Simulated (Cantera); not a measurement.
Cantera run, input and output.

```python
import numpy as np
import cantera as ct

gas = ct.Solution("gri30.yaml")
gas.TPX = 1750, 680000, {'CH4': 1, 'H2': 1.3, 'O2': 2.04, 'N2': 14.7, 'C2H6': 0.13}
reactor = ct.IdealGasConstPressureReactor(gas, energy="on", clone=False)
net = ct.ReactorNet([reactor])
net.rtol, net.atol = 1e-08, 1e-16
show = ['CH4', 'H2', 'O2', 'CH3', 'H', 'HO2', 'HCN']
times = np.geomspace(4e-06, 2, 16)

steps = ct.SolutionArray(gas, extra=["t"])
rows = []
print(f"{'t/s':>10s}{'T/K':>9s}{'P/Pa':>11s}" + "".join(f"{s:>11s}" for s in show))
for t in times:
    while net.time < t:
        t_next = net.step()
        steps.append(gas.state, t=t_next)
    rows.append([np.interp(t, steps.t, y) for y in (steps.T, steps.P, *steps(*show).X.T)])
    print(f"{t:10.3e}{rows[-1][0]:9.1f}{rows[-1][1]:11.4g}" + "".join(f"{x:11.3e}" for x in rows[-1][2:]))
rate = np.gradient(steps.T, steps.t)
print("integrator steps:", len(steps.t))
if steps.T.max() > steps.T[0] + 200:
    print(f"time of steepest temperature rise: {steps.t[rate.argmax()]:.4e} s")
gas.TPX = 1750, 680000, {'CH4': 1, 'H2': 1.3, 'O2': 2.04, 'N2': 14.7, 'C2H6': 0.13}
gas.equilibrate("HP")
print(f"equilibrium (HP): T = {gas.T:.1f} K  " + "  ".join(f"{s} {gas[s].X[0]:.3e}" for s in show))
```

It prints:

```
       t/s      T/K       P/Pa        CH4         H2         O2        CH3          H        HO2        HCN
 4.000e-06   1780.4    6.8e+05  4.663e-02  6.778e-02  9.969e-02  2.697e-03  3.007e-04  1.682e-04  6.660e-09
 9.594e-06   2314.1    6.8e+05  4.806e-03  6.975e-02  3.013e-02  3.877e-03  6.769e-03  4.817e-05  1.598e-05
 2.301e-05   2629.6    6.8e+05  1.683e-12  5.823e-02  5.480e-04  4.469e-12  1.073e-02  7.883e-07  1.009e-07
 5.519e-05   2681.0    6.8e+05  4.007e-12  5.869e-02  1.886e-04  6.923e-12  6.150e-03  2.439e-07  1.505e-08
 1.324e-04   2691.1    6.8e+05  5.523e-12  5.886e-02  1.326e-04  8.287e-12  5.180e-03  1.632e-07  2.893e-08
 3.175e-04   2690.7    6.8e+05  5.644e-12  5.895e-02  1.297e-04  8.399e-12  5.139e-03  1.595e-07  3.901e-08
 7.615e-04   2689.3    6.8e+05  5.747e-12  5.908e-02  1.275e-04  8.506e-12  5.122e-03  1.570e-07  5.444e-08
 1.826e-03   2688.3    6.8e+05  5.834e-12  5.919e-02  1.258e-04  8.598e-12  5.108e-03  1.550e-07  6.665e-08
 4.380e-03   2688.1    6.8e+05  5.849e-12  5.921e-02  1.255e-04  8.614e-12  5.106e-03  1.547e-07  6.869e-08
 1.051e-02   2688.1    6.8e+05  5.849e-12  5.921e-02  1.255e-04  8.614e-12  5.106e-03  1.547e-07  6.871e-08
 2.520e-02   2688.1    6.8e+05  5.849e-12  5.921e-02  1.255e-04  8.614e-12  5.106e-03  1.547e-07  6.871e-08
 6.044e-02   2688.1    6.8e+05  5.849e-12  5.921e-02  1.255e-04  8.614e-12  5.106e-03  1.547e-07  6.871e-08
 1.450e-01   2688.1    6.8e+05  5.849e-12  5.921e-02  1.255e-04  8.614e-12  5.106e-03  1.547e-07  6.871e-08
 3.477e-01   2688.1    6.8e+05  5.849e-12  5.921e-02  1.255e-04  8.614e-12  5.106e-03  1.547e-07  6.871e-08
 8.339e-01   2688.1    6.8e+05  5.849e-12  5.921e-02  1.255e-04  8.614e-12  5.106e-03  1.547e-07  6.871e-08
 2.000e+00   2688.1    6.8e+05  5.849e-12  5.921e-02  1.255e-04  8.614e-12  5.106e-03  1.547e-07  6.871e-08
integrator steps: 1520
time of steepest temperature rise: 9.6701e-06 s
equilibrium (HP): T = 2688.1 K  CH4 6.654e-12  H2 5.921e-02  O2 1.255e-04  CH3 9.800e-12  H 5.106e-03  HO2 1.547e-07  HCN 6.871e-08
```

Model: GRI-Mech 3.0 (53 species, 325 reactions), integrated in Cantera.
